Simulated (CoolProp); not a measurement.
Vapour-liquid equilibrium of ethane (1) + n-butane (2) at -55.05 °C; x and y are mole fractions of (1).

Computed with CoolProp (multi-fluid Helmholtz-energy mixture model, Bücker 2006 and Bücker 2006; pair parameters Kunz 2012).

```csv
x,"bubble pressure, mixture model (bar)","bubble pressure, Raoult's law (bar)","y, mixture model","y, Raoult's law"
0.05,0.2784,0.2950,0.761,0.777
0.125,0.6030,0.6336,0.896,0.904
0.2,0.9373,0.9722,0.938,0.943
0.275,1.278,1.311,0.958,0.962
0.35,1.620,1.649,0.970,0.973
0.425,1.963,1.988,0.977,0.980
0.5,2.304,2.327,0.983,0.985
0.575,2.641,2.665,0.987,0.989
0.65,2.976,3.004,0.990,0.992
0.725,3.309,3.342,0.993,0.994
0.8,3.643,3.681,0.995,0.996
0.875,3.984,4.020,0.997,0.998
0.95,4.337,4.358,0.999,0.999
```

The largest gap from Raoult's law is -5.6 % in bubble pressure, at x = 0.05. No azeotrope shows between x = 0.05 and 0.95.

Pair parameters are fitted to limited data, so mixtures are less certain than the pure fluids.
